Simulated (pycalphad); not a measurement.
Computed with pycalphad from the COST 507 light-alloy database (1999), at 1 atm. No gas phase is included, though pure Mg would boil below 1377 °C. The data set is of 1999 and partly superseded. Diffusion is slow at the low end, where real alloys seldom reach equilibrium.

Molar enthalpy of Al-1.93Mg-0.51Si (at.%) in equilibrium (SER reference):

```
T (°C)  H (kJ/mol)           phases
------  ----------  ---------------
1377         51.52           LIQUID
1302         49.14           LIQUID
1227         46.76           LIQUID
1152         44.37           LIQUID
1077         41.99           LIQUID
1002         39.61           LIQUID
927          37.23           LIQUID
852          34.84           LIQUID
777          32.46           LIQUID
702          30.08           LIQUID
677          29.28           LIQUID
652          28.49           LIQUID
627          18.98  FCC_A1 + LIQUID
577          15.61   FCC_A1 + MG2SI
552          14.68   FCC_A1 + MG2SI
477          12.12   FCC_A1 + MG2SI
402           9.84   FCC_A1 + MG2SI
327           7.69   FCC_A1 + MG2SI
252           5.62   FCC_A1 + MG2SI
177           3.61   FCC_A1 + MG2SI
102           1.66   FCC_A1 + MG2SI
```

Cooling from 652 °C to 577 °C, across the freezing range, releases 12.9 kJ/mol, or 478 J/g. The slope is 32 J/(mol K) in the liquid and 37 J/(mol K) just below the solidus, where it includes any heat of precipitation. Liquidus 649 °C, solidus 591 °C. Changes were sought between steps of 25 K, so a narrower field can be missed.

Database names, with the compositions (at.%) that they take in these runs: MG2SI: Mg 67 Si 33. FCC_A1 is fcc.
